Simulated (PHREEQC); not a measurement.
Dissolve 0.03 mol Ni(NO3)2 and 0.17 mol KCl per kg of water at 49 °C. Closed to the air; pH follows from the charge balance.

Computed with PHREEQC (ion-association model, wateq4f.dat).

Each row changes one thing in this solution. This is a speciation only: nothing precipitates in the calculation.

| case | pH | ionic strength (mol/kgw) |
|---|---|---|
| as made | 5.64 | 0.252 |
| Ni(NO3)2 from 0.03 to 0.3 mol/kgw | 5.11 | 1.00 |
| diluted 5-fold with water | 5.88 | 0.0515 |
| Ni(NO3)2 left out | 6.63 | 0.170 |
| KCl replaced by AlCl3 at the same molality | 2.85 | 1.08 |
| KCl replaced by KNO3 at the same molality | 5.61 | 0.260 |
| 0.003 mol/kgw Al(NO3)3 added | 3.68 | 0.269 |
| temperature from 49 to 80 °C | 5.29 | 0.253 |
| Ni(NO3)2 from 0.03 to 0.027 mol/kgw | 5.66 | 0.243 |

The ionic strength passes 0.7 mol/kgw, the rough limit of the ion-association models, in Ni(NO3)2 from 0.03 to 0.3 mol/kgw; KCl replaced by AlCl3 at the same molality. Some of these states are supersaturated (in Boehmite (slow to form), Gibbsite (slow to form), for instance). At this temperature some constants are extrapolated from 25 °C, and those without enthalpy data are left unchanged.
